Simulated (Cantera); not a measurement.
Input: 1 mol TiC, 0.0035 mol C, 0.99 mol H2, equilibrated at 2900 K and 10.0 mbar.

These are equilibrium values from Cantera (NASA tables, ideal gas, pure condensed phases), not measurements of a reactor. Candidate condensed phases: C, C6H6, C7H8, C8H18, Ti, TiC; 77 gas species. TiC: taken at fixed stoichiometry. Equilibrium is a limit: real reactors are often held back by kinetics, nucleation or transport.

Base state: H 0.650, H2 0.320, Ti 0.0197, C2H2 (acetylene) 0.00516, C3 0.00215, C2H 0.00155, C 0.00112, C2 0.000361 (mole fractions); condensed: TiC(s).

Task: What changes in the equilibrium state with this change: pressure from 10.0 mbar to 22.0 Pa?

Result: 
```tsv
species	before	after
H	0.650	0.568
Ti	0.0197	0.293
C3	0.00215	0.0723
H2	0.320	0.00538
C	0.00112	0.0461
C2	0.000361	0.0134
C4H2	3.47e-5	3.92e-7
C2H2 (vinylidene)	1.28e-5	1.76e-7
C2H2 (acetylene)	0.00516	7.11e-5
C4	3.19e-6	9.75e-5
TiC(s), mol	0.970	0
```

Task: What changes in the equilibrium state with this change: C from 0.0035 to 0.02 mol?

Result: 
```tsv
species	before	after
H	0.650	0.650
H2	0.320	0.319
Ti	0.0197	0.0171
C2H2 (acetylene)	0.00516	0.00683
C3	0.00215	0.00327
C5	1.01e-5	2.03e-5
C4H2	3.47e-5	6.08e-5
TiC(s), mol	0.970	0.974
```

Task: What changes in the equilibrium state with this change: pressure from 10.0 mbar to 1.33 mbar?

Result: 
```csv
species,before,after
H,0.650,0.771
Ti,0.0197,0.119
H2,0.320,0.0600
C3,0.00215,0.0306
C,0.00112,0.0104
C5,1.01e-5,0.000221
C4,3.19e-6,5.65e-5
"TiC(s), mol",0.970,0.737
```
